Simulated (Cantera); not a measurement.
## Ignition delay

Mixture: CH₄ : CO : O₂ : N₂ = 1 : 0.089 : 2.84 : 10.7 (molar parts), at 0.530 bar, adiabatic and at constant pressure. Ignition delay is the time to a rise of 400 K.

Model: GRI-Mech 3.0 (53 species, 325 reactions), integrated in Cantera.

| T0 (K) | delay (ms) |
|---|---|
| 1225 | 46.2 |
| 1300 | 16.3 |
| 1375 | 6.38 |
| 1450 | 2.79 |
| 1525 | 1.37 |
| 1600 | 0.737 |

| Quantity | Value |
|---|---|
| apparent activation energy between 1450 and 1600 K | 170 kJ/mol |
